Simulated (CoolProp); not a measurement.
Vapour-liquid equilibrium of n-heptane (1) + ethylbenzene (2) at 0.088 MPa; x and y are mole fractions of (1).

Computed with CoolProp (multi-fluid Helmholtz-energy mixture model, Span 2003 and Zhou 2012; pair parameters Bell 2016).

```
x      bubble temperature (K)  y at the bubble point  dew temperature at overall composition x (K)  liquid density (mol/L)
-----  ----------------------  ---------------------  --------------------------------------------  ----------------------
0.05                    399.9                      ?                                         402.8                   7.168
0.125                   394.5                  0.324                                         400.7                   7.098
0.2                     390.1                  0.450                                         398.4                   7.022
0.275                   386.5                      ?                                         396.1                   6.943
0.35                    383.4                  0.624                                         393.6                   6.861
0.425                   380.7                  0.688                                         391.0                   6.779
0.5                     378.4                  0.742                                         388.3                   6.696
0.575                   376.3                      ?                                         385.4                   6.614
0.65                    374.3                  0.832                                         382.3                   6.533
0.725                   372.5                      ?                                         379.1                   6.453
0.8                     370.9                  0.908                                         375.8                   6.374
0.875                       ?                  0.943                                         372.4                       ?
0.95                    367.8                  0.978                                         369.0                   6.223
```

### Question
Fill in the missing entries.

### Answer

- 0.05, y at the bubble point: 0.153
- 0.275, y at the bubble point: 0.547
- 0.575, y at the bubble point: 0.789
- 0.725, y at the bubble point: 0.871
- 0.875, bubble temperature (K): 369.3
- 0.875, liquid density (mol/L): 6.298

No azeotrope shows between x = 0.05 and 0.95.

The pair parameters rest on a limited set of measurements; away from them the model extrapolates.
